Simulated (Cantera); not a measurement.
An isothermal, constant-pressure homogeneous reactor starts with CH₄ : N₂ = 1 : 35 (molar parts), at 1750 K and 0.128 Torr.

Computed with Cantera and GRI-Mech 3.0 (53 species, 325 reactions). GRI-Mech 3.0 stops at C3 and has no aromatics, soot or wall deposition, so with more carbon than oxygen in the feed, carbon stays in small species such as C2H2 where larger ones or solid carbon would form. Radical loss at walls, strong at low pressure, is not modelled.

One state of this run: x CH₄ = 0.000890; x CH₃ = 0.000100; x H₂ = 0.0390; x H = 0.000220; x C₂H₂ = 0.0130; x CH₂ = 5.74e-7. x: mole fraction; the columns are a selection and need not sum to one.

Which value of t (s) does it belong to?
(A) 0.160
(B) 85.4
(C) 0.562
(D) 1.97

B, 85.4
